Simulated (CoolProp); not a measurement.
The numbers come from the reference Helmholtz-energy equation of state, Thol 2017 in CoolProp.

### Question
For octamethyltrisiloxane (MDM), give the phase and the Joule-Thomson coefficient (K/MPa) at 208.15 °C and 0.101 MPa; 301.85 °C and 0.101 MPa.

### Answer
- 208.15 °C and 0.101 MPa: gas; Joule-Thomson coefficient 15.8
- 301.85 °C and 0.101 MPa: gas; Joule-Thomson coefficient 8.47
